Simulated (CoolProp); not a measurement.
Vapour-liquid equilibrium of carbon dioxide (1) + n-perfluorobutane (2) at -16.85 °C; x and y are mole fractions of (1).

Model: multi-fluid Helmholtz-energy mixture model, Span 1996 and Gao 2022; pair parameters Bell 2016, in CoolProp.

Problem. Give the bubble pressure and the first vapour's composition at x = 0.05, 0.2, 0.95. Is there an azeotrope?

Solution. x = 0.05: 0.1857 MPa, y = 0.712; x = 0.2: 0.6423 MPa, y = 0.918; x = 0.95: 2.041 MPa, y = 0.994. No azeotrope shows between x = 0.05 and 0.95.

Pair parameters are fitted to limited data, so mixtures are less certain than the pure fluids. The gap from Raoult's law changes sign with composition, which may be real or a fault of the pair parameters; it wasn't checked against measurements.
